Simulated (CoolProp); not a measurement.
A single-stage vapour-compression cycle with the fluid: evaporating at 208.15 K (dew point), condensing at 249.15 K (bubble point), superheat 0 K, subcooling 0 K, compressor efficiency 0.9, no pressure losses. The same conditions are run with several fluids, on thermodynamics alone (safety and materials aside).

The numbers come from the reference Helmholtz-energy equation of state of each fluid (R125: Lemmon 2005; ethylene: Smukala 2000; hydrogen sulfide: Lemmon 2006; dimethyl ether: Wu 2011; R13: Platzer 1990; hydrogen chloride: Thol 2018) in CoolProp. The equations of Platzer and Polt are older, rougher fits.

```json
[
 {"fluid": "R125", "cooling COP": "3.78", "pressure ratio": "7.11", "discharge temperature (K)": "262.4", "refrigerating effect (kJ/kg)": "…", "volumetric capacity (kJ/m³)": "…"},
 {"fluid": "ethylene", "cooling COP": "3.38", "pressure ratio": "3.63", "discharge temperature (K)": "287.9", "refrigerating effect (kJ/kg)": "300", "volumetric capacity (kJ/m³)": "3460"},
 {"fluid": "hydrogen sulfide", "cooling COP": "3.78", "pressure ratio": "5.98", "discharge temperature (K)": "…", "refrigerating effect (kJ/kg)": "470", "volumetric capacity (kJ/m³)": "…"},
 {"fluid": "dimethyl ether", "cooling COP": "…", "pressure ratio": "8.89", "discharge temperature (K)": "291.6", "refrigerating effect (kJ/kg)": "419", "volumetric capacity (kJ/m³)": "133"},
 {"fluid": "R13", "cooling COP": "…", "pressure ratio": "4.49", "discharge temperature (K)": "269.3", "refrigerating effect (kJ/kg)": "…", "volumetric capacity (kJ/m³)": "1480"},
 {"fluid": "hydrogen chloride", "cooling COP": "3.65", "pressure ratio": "…", "discharge temperature (K)": "332.3", "refrigerating effect (kJ/kg)": "349", "volumetric capacity (kJ/m³)": "2190"}
]
```

Some entries are withheld; supply them.


- R125, refrigerating effect (kJ/kg): 127
- R125, volumetric capacity (kJ/m³): 367
- hydrogen sulfide, discharge temperature (K): 336.1
- hydrogen sulfide, volumetric capacity (kJ/m³): 748
- dimethyl ether, cooling COP: 3.96
- R13, cooling COP: 3.60
- R13, refrigerating effect (kJ/kg): 101
- hydrogen chloride, pressure ratio: 4.67
